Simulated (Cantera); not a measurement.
A freely propagating, adiabatic, planar premixed flame of CH4 : O2 : N2 = 1 : 1.43 : 4.2 (molar parts), equivalence ratio 1.4, unburnt at 575 K and 100.0 Torr; mixture-averaged transport, grid criteria slope 0.08 and curve 0.16, no radiation.

Model: GRI-Mech 3.0 (53 species, 325 reactions), integrated in Cantera. Burning velocities carry a grid error of a few per cent, more on coarse grids.

Q: Predict: laminar burning velocity; thermal thickness; peak x(CH2O); peak x(CH2CO).

A: 
```
Property                     Value
------------------------  --------
laminar burning velocity  156 cm/s
thermal thickness          2.03 mm
peak x(CH2O)               0.00149
peak x(CH2CO)             0.000312
```
